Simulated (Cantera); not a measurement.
## Reactions in the system C-H-Ta

Source: NASA polynomial tables (part measured, part estimated), evaluated in Cantera. Values are per mole of reaction as written; species without (g) are pure solids or liquids, kept so even where they would boil at 1 bar. TaC: taken at fixed stoichiometry.

3 TaC + CH₄(g) = 3 Ta + 2 C₂H₂(g)

| T (K) | ΔH° (kJ) | ΔS° (J/K) | ΔG° (kJ) | log10 K |
|---|---|---|---|---|
| 1898 | 952.6 | 211.3 | 551.6 | -15.18 |
| 2048 | 949.3 | 209.6 | 520.0 | -13.26 |
| 2198 | 945.7 | 207.9 | 488.7 | -11.61 |
| 2348 | 942.0 | 206.3 | 457.6 | -10.18 |
| 2498 | 938.2 | 204.7 | 426.8 | -8.92 |
| 2648 | 934.4 | 203.3 | 396.2 | -7.82 |
